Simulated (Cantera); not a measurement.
Charge: 1 mol HBr, 0.044 mol O2, at 0.100 bar.

Method: chemical equilibrium by Gibbs-energy minimisation in Cantera with the NASA 1993 tables (ideal gas, pure condensed phases). Candidate condensed phases: Br2, H2O; 12 gas species. Rates play no part. All values below are at 2448 K.

Base state: Br 0.475, HBr 0.273, H2 0.161, H2O 0.0637, H 0.0252, OH 0.00195, Br2 0.000484, O 0.000203 (mole fractions); condensed: gas only.

Question: What changes in the equilibrium state with this change: O2 from 0.044 to 3 mol?

Answer: 
```
species    before     after
-------  --------  --------
O2        3.32e-5     0.618
Br          0.475     0.217
H2O        0.0637    0.0921
HBr         0.273    0.0128
O        0.000203    0.0277
H2          0.161   0.00170
OH        0.00195    0.0274
H          0.0252   0.00260
HO2       7.90e-9   1.52e-5
Br2      0.000484  0.000102
```
